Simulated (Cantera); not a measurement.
Premixed flame

A freely propagating, adiabatic, planar premixed flame of H₂ : O₂ : N₂ : H₂O = 1 : 0.294 : 1.12 : 0.25 (molar parts), unburnt at 723 K and 13300 Pa; mixture-averaged transport, grid criteria slope 0.08 and curve 0.16, no radiation.

Model: the H2/O2 subset of GRI-Mech 3.0, which has no nitrogen chemistry, integrated in Cantera. Burning velocities carry a grid error of a few per cent, more on coarse grids.

```json
[
 {"z (mm)": "-20.8", "T (K)": "723", "u (m/s)": "9.50", "x H₂": "0.375", "x O₂": "0.110", "x H₂O": "0.0938", "x O": "<1e-8", "x H": "<1e-8", "x HO₂": "<1e-8"},
 {"z (mm)": "-13.9", "T (K)": "723", "u (m/s)": "9.50", "x H₂": "0.375", "x O₂": "0.110", "x H₂O": "0.0938", "x O": "<1e-8", "x H": "<1e-8", "x HO₂": "<1e-8"},
 {"z (mm)": "-10.4", "T (K)": "723", "u (m/s)": "9.50", "x H₂": "0.375", "x O₂": "0.110", "x H₂O": "0.0938", "x O": "<1e-8", "x H": "<1e-8", "x HO₂": "<1e-8"},
 {"z (mm)": "-6.94", "T (K)": "723", "u (m/s)": "9.50", "x H₂": "0.375", "x O₂": "0.110", "x H₂O": "0.0938", "x O": "<1e-8", "x H": "3.58e-7", "x HO₂": "3.64e-7"},
 {"z (mm)": "-3.47", "T (K)": "727", "u (m/s)": "9.55", "x H₂": "0.375", "x O₂": "0.110", "x H₂O": "0.0942", "x O": "8.10e-6", "x H": "0.000352", "x HO₂": "4.16e-5"},
 {"z (mm)": "-1.73", "T (K)": "807", "u (m/s)": "10.5", "x H₂": "0.357", "x O₂": "0.107", "x H₂O": "0.104", "x O": "0.000285", "x H": "0.00874", "x HO₂": "3.52e-5"},
 {"z (mm)": "0", "T (K)": "1124", "u (m/s)": "14.4", "x H₂": "0.229", "x O₂": "0.0636", "x H₂O": "0.194", "x O": "0.00481", "x H": "0.0741", "x HO₂": "1.38e-5"},
 {"z (mm)": "1.73", "T (K)": "1362", "u (m/s)": "17.2", "x H₂": "0.129", "x O₂": "0.0116", "x H₂O": "0.294", "x O": "0.00583", "x H": "0.116", "x HO₂": "2.27e-6"},
 {"z (mm)": "3.47", "T (K)": "1455", "u (m/s)": "18.2", "x H₂": "0.125", "x O₂": "0.00652", "x H₂O": "0.306", "x O": "0.00533", "x H": "0.110", "x HO₂": "1.16e-6"},
 {"z (mm)": "6.94", "T (K)": "1568", "u (m/s)": "19.5", "x H₂": "0.132", "x O₂": "0.00531", "x H₂O": "0.310", "x O": "0.00492", "x H": "0.0959", "x HO₂": "8.35e-7"},
 {"z (mm)": "13.9", "T (K)": "1696", "u (m/s)": "20.9", "x H₂": "0.139", "x O₂": "0.00423", "x H₂O": "0.315", "x O": "0.00416", "x H": "0.0792", "x HO₂": "5.96e-7"},
 {"z (mm)": "27.7", "T (K)": "1830", "u (m/s)": "22.3", "x H₂": "0.147", "x O₂": "0.00303", "x H₂O": "0.321", "x O": "0.00313", "x H": "0.0622", "x HO₂": "4.00e-7"},
 {"z (mm)": "55.5", "T (K)": "1958", "u (m/s)": "23.6", "x H₂": "0.153", "x O₂": "0.00192", "x H₂O": "0.329", "x O": "0.00206", "x H": "0.0464", "x HO₂": "2.56e-7"}
]
```
x: mole fraction of selected species; z is measured from the peak of heat release.

The laminar burning velocity comes out as 950 cm/s and the thermal thickness is 6.94 mm. The peak x(O) is 0.00641. The peak x(H) comes out as 0.117 and the peak x(HO₂) comes out as 4.34e-5. The grid points is 132.
